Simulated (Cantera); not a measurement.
## Reactions in the system H-O-Zr

Source: NASA polynomial tables (part measured, part estimated), evaluated in Cantera. Values are per mole of reaction as written; species without (g) are pure solids or liquids, kept so even where they would boil at 1 bar.

Zr + 2 OH(g) ⇌ ZrO2(g) + 2 H(g)

```
T (K)  ΔH° (kJ)  ΔS° (J/K)  ΔG° (kJ)  log10 K  condensed phases
-----  --------  ---------  --------  -------  ----------------
300        71.1       96.8      42.1    -7.32             Zr(α)
1098       76.6      105.6     -39.3     1.87             Zr(α)
1198       73.1      102.5     -49.7     2.17             Zr(β)
1298       73.7      103.0     -59.9     2.41             Zr(β)
1398       74.2      103.3     -70.3     2.63             Zr(β)
1498       74.5      103.6     -80.6     2.81             Zr(β)
1598       74.8      103.7     -91.0     2.97             Zr(β)
1698       74.9      103.8    -101.3     3.12             Zr(β)
```
